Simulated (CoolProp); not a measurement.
200 sccm (0 °C, 1 atm) of nitrogen bubbles through liquid methanol at 310.5 K and leaves saturated at a total pressure of 0.141 MPa (ideal gas phase). Each further row changes one setting.

The numbers come from the reference Helmholtz-energy equation of state, de Reuck 1993 in CoolProp.

```csv
case,vapour pressure (kPa),mole fraction of vapour,delivery (mg/min),delivery (sccm),change of delivery for a bath 1 K warmer (%)
as stated,31.4,0.222,81.8,57.2,6.3
bath temperature 315.5 K,39.6,0.281,112,78.1,6.6
total pressure 0.282 MPa,31.4,0.111,35.8,25.0,5.5
```
